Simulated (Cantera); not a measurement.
Charge: 1 mol Pb, 3.4 mol NH3, a varied amount of H2, held at 1898.15 K and 1 atm.

These are equilibrium values from Cantera (NASA tables, ideal gas, pure condensed phases), not measurements of a reactor. Candidate condensed phases: Pb; 11 gas species. Equilibrium is a limit: real reactors are often held back by kinetics, nucleation or transport.

x: gas mole fraction; nothing condenses.

| n(H2) (mol) | x H2 | x N2 | x Pb | x H | x Pb2 | x NH3 | x NH2 |
|---|---|---|---|---|---|---|---|
| 2.7 | 0.742 | 0.162 | 0.0951 | 0.000670 | 5.48e-5 | 6.27e-6 | 1.93e-8 |
| 4.5 | 0.780 | 0.138 | 0.0812 | 0.000687 | 4.00e-5 | 6.24e-6 | 1.87e-8 |
| 7.4 | 0.822 | 0.112 | 0.0657 | 0.000705 | 2.62e-5 | 6.07e-6 | 1.77e-8 |
| 12 | 0.863 | ? | ? | 0.000722 | ? | 5.72e-6 | ? |
| 20 | 0.902 | 0.0611 | 0.0359 | 0.000738 | 7.83e-6 | 5.16e-6 | 1.44e-8 |
| 34 | 0.935 | 0.0407 | 0.0239 | 0.000752 | 3.46e-6 | 4.44e-6 | 1.22e-8 |
| 55 | 0.956 | ? | ? | 0.000760 | ? | ? | ? |
| 92 | 0.972 | 0.0170 | 0.0100 | 0.000767 | 6.08e-7 | 3.05e-6 | 8.18e-9 |

Question: Some entries are withheld; supply them.

Answer: 
- 12, x N2: 0.0858
- 12, x Pb: 0.0505
- 12, x Pb2: 1.54e-5
- 12, x NH2: 1.63e-8
- 55, x N2: 0.0271
- 55, x Pb: 0.0159
- 55, x Pb2: 1.54e-6
- 55, x NH3: 3.75e-6
- 55, x NH2: 1.01e-8
